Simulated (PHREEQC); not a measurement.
Make-up at 25 °C: 0.036 mol/kgw HF, 0.24 mol/kgw NaF and 0.00023 mol/kgw (NH4)2SiF6. Closed to the air; pH follows from the charge balance.

Equilibrium calculation in PHREEQC: ion-association model, phreeqc.dat.

This is a speciation only: nothing precipitates in the calculation.

### Question
Order these F species by the share of F that they hold, largest first: SiF6-2, HF2-, F-, HF, NaF.

### Answer
F- (76 %), HF2- (12 %), HF (7.2 %), NaF (4.9 %), SiF6-2 (0.50 %)

The pH is 4.02 and the ionic strength 0.227 mol/kgw. SiF6-2 is the database's only silicon fluoride.
